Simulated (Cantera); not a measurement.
**CH3SiCl3 + H2 (silicon carbide growth)**

Feed: 1 mol CH3SiCl3, 33 mol H2, held at 1330 Pa.

Cantera equilibrium calculation (NASA polynomials, part measured and part estimated; ideal gas, pure solids and liquids). Candidate condensed phases: C, C6H6, C7H8, C8H18, Si, SiC; 109 gas species. The feed counts by its element totals alone. The tables' values for SiCl, SiCl3 are old estimates; treat these amounts as uncertain. Kinetics and transport are ignored.

```csv
T (K),x H2,x HCl,x H,x SiCl4,x CH4,n C(graphite),n SiC(s)
925,0.927,0.0663,2.17e-9,0.00422,0.00260,0.0663,0.841
1025,0.918,0.0804,3.62e-8,0.000691,0.000781,0,0.972
1125,0.917,0.0827,3.68e-7,0.000133,0.000202,0,0.993
1225,0.917,0.0831,2.58e-6,2.14e-5,9.62e-5,0,0.997
1325,0.917,0.0832,1.36e-5,3.06e-6,7.52e-5,0.000139,0.997
1425,0.917,0.0831,5.66e-5,8.25e-7,4.22e-5,0.00286,0.995
1525,0.917,0.0829,0.000196,2.64e-7,2.56e-5,0.00554,0.993
1625,0.916,0.0827,0.000585,9.74e-8,1.65e-5,0.00797,0.989
1725,0.916,0.0823,0.00154,4.02e-8,1.12e-5,0.00921,0.984
1825,0.914,0.0817,0.00365,1.81e-8,7.89e-6,0.00751,0.978
1925,0.909,0.0809,0.00790,8.80e-9,5.76e-6,0.000726,0.969
```
x: gas mole fraction; n: condensed amount in mol.

At 925 K the condensed part is C(graphite) + SiC(s). From 1025 K to 1225 K the condensed part is SiC(s). From 1325 K to 1925 K the condensed part is C(graphite) + SiC(s). The main Si-bearing gas is SiCl4 at 925 K and SiCl2 at 1925 K.
